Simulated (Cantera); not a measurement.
# Hydrogen reduction and annealing atmospheres: Cu2O + H2 + N2

Input: 1 mol Cu2O, 0.98 mol H2, 0.97 mol N2, held at 1.40 bar.

Method: chemical equilibrium by Gibbs-energy minimisation in Cantera with the NASA 1993 tables (ideal gas, pure condensed phases). Candidate condensed phases: Cu, CuO, Cu(OH)2, Cu2O, H2O; 27 gas species. Each liquid is taken as pure. Mutual solubility and eutectic melting of coexisting phases are not modelled. Rates play no part.

| T (K) | x H2O | x N2 | x Cu | x O2 | x H2 | x OH | n Cu(s) | n Cu2O(s) | n Cu(l) | n Cu2O(l) |
|---|---|---|---|---|---|---|---|---|---|---|
| 925 | 0.503 | 0.497 | <1e-12 | 2.83e-12 | 1.97e-6 | 9.31e-11 | 1.96 | 0.0200 | 0 | 0 |
| 1025 | 0.503 | 0.497 | 2.96e-11 | 2.00e-10 | 5.43e-6 | 2.12e-9 | 1.96 | 0.0200 | 0 | 0 |
| 1125 | 0.503 | 0.497 | 9.54e-10 | 6.55e-9 | 1.26e-5 | 2.76e-8 | 1.96 | 0.0200 | 0 | 0 |
| 1225 | 0.503 | 0.497 | 1.73e-8 | 1.20e-7 | 2.59e-5 | 2.37e-7 | 1.96 | 0.0200 | 0 | 0 |
| 1325 | 0.503 | 0.497 | 2.01e-7 | 1.40e-6 | 4.82e-5 | 1.46e-6 | 1.96 | 0.0201 | 0 | 0 |
| 1425 | 0.502 | 0.497 | 1.55e-6 | 1.43e-5 | 7.40e-5 | 7.36e-6 | 0 | 0.0201 | 1.96 | 0 |
| 1525 | 0.502 | 0.497 | 8.89e-6 | 0.000111 | 0.000106 | 3.03e-5 | 0 | 0 | 1.96 | 0.0197 |
| 1625 | 0.502 | 0.497 | 4.08e-5 | 0.000371 | 0.000195 | 9.02e-5 | 0 | 0 | 1.96 | 0.0187 |
| 1725 | 0.501 | 0.497 | 0.000156 | 0.00106 | 0.000338 | 0.000236 | 0 | 0 | 1.97 | 0.0159 |
| 1825 | 0.500 | 0.495 | 0.000514 | 0.00268 | 0.000554 | 0.000553 | 0 | 0 | 1.98 | 0.00926 |
| 1925 | 0.497 | 0.493 | 0.00149 | 0.00490 | 0.000961 | 0.00112 | 0 | 0 | 2.00 | 0 |
| 2025 | 0.494 | 0.492 | 0.00387 | 0.00510 | 0.00203 | 0.00186 | 0 | 0 | 1.99 | 0 |
| 2125 | 0.488 | 0.488 | 0.00916 | 0.00553 | 0.00390 | 0.00298 | 0 | 0 | 1.98 | 0 |
x: gas mole fraction; n: condensed amount in mol.

From 925 K to 1325 K the condensed part is Cu(s) + Cu2O(s). At 1425 K the condensed part is Cu(l) + Cu2O(s). From 1525 K to 1825 K the condensed part is Cu(l) + Cu2O(l). From 1925 K to 2125 K the condensed part is Cu(l).
